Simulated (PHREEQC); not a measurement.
**Hard or scaling water: an equilibrium model**

A solution holds 0.00098 mol/kgw MgCl2, 8.4e-05 mol/kgw Na2CO3 and 6.1e-05 mol/kgw FeCl3, at 20 °C. Closed to the air; pH follows from the charge balance.

Computed with PHREEQC (ion-association model, phreeqc.dat).

Precipitation was switched off in this run.

Question: What pH, ionic strength, specific conductance does the model give?

Answer: pH 6.26; ionic strength 0.00316 mol/kgw; specific conductance 232 µS/cm.

Question: In which forms is Fe present?

Answer: Fe(OH)2+ 85 %, Fe(OH)3 15 % of the Fe.

Saturation is exceeded, for instance for Fe(OH)3(a), Hematite (slow to form); the values hold only as long as no solid forms. Complexes and solids missing from the database can't appear.
